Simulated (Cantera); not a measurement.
A closed system holds: 1 mol SiC, 0.0061 mol H₂O, 33 mol H₂, equilibrated at 1000 K and 1.00 bar.

Equilibrium computed with Cantera from the NASA thermochemical tables; the gas is ideal and each condensed phase is pure. Candidate condensed phases: C, C₆H₆, C₇H₈, C₈H₁₈, H₂O, Si, SiC, SiO₂; 123 gas species. The numbers say what is thermodynamically allowed, not how fast it happens.

Base state: H₂ 1.000, CH₄ 9.26e-5 (mole fractions); condensed: SiC(s) + SiO₂(β-quartz).

Problem. What changes in the equilibrium state with this change: temperature from 1000 K to 1750 K?

Solution. 
```csv
species,before,after
H₂,1.000,1.000
H,2.27e-9,0.000233
SiO,<1e-9,0.000113
CO,<1e-9,7.11e-5
CH₄,9.26e-5,5.00e-5
"SiC(s), mol",0.997,0.996
"SiO₂(β-quartz), mol",0.00305,0
```
